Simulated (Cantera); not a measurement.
Charge: 1 mol PbO, 0.44 mol C, 1.1 mol H2, at 2000 K and 0.140 bar.

Equilibrium computed with Cantera from the NASA thermochemical tables; the gas is ideal and each condensed phase is pure. Candidate condensed phases: C, C6H6, C7H8, C8H18, H2O, Pb, PbO, PbO2, Pb3O4; 113 gas species. Gases not in the tables: (PbO)n polymers. Kinetics and transport are ignored.

Base state: Pb 0.392, H2 0.239, H2O 0.193, CO 0.147, CO2 0.0259, H 0.00212, PbO 0.00144, OH 0.000171 (mole fractions); condensed: gas only.

**Question.** What changes in the equilibrium state with this change: C from 0.44 to 0.95 mol?

**Answer.** 
```
species    before    after
-------  --------  -------
H2          0.239    0.345
Pb          0.392    0.327
CO          0.147    0.308
H2O         0.193   0.0136
CO2        0.0259  0.00266
PbO       0.00144  5.88e-5
OH       0.000171  1.01e-5
Pb2      0.000104  7.29e-5
```

**Question.** What changes in the equilibrium state with this change: C from 0.44 to 2.2 mol?

**Answer.** 
| species | before | after |
|---|---|---|
| H2 | 0.239 | 0.353 |
| CO | 0.147 | 0.322 |
| Pb | 0.392 | 0.322 |
| H2O | 0.193 | 1.87e-6 |
| CO2 | 0.0259 | 3.72e-7 |
| C2H2 (acetylene) | <1e-9 | 0.000271 |
| PbO | 0.00144 | 7.74e-9 |
| C(graphite), mol | 0 | 1.20 |
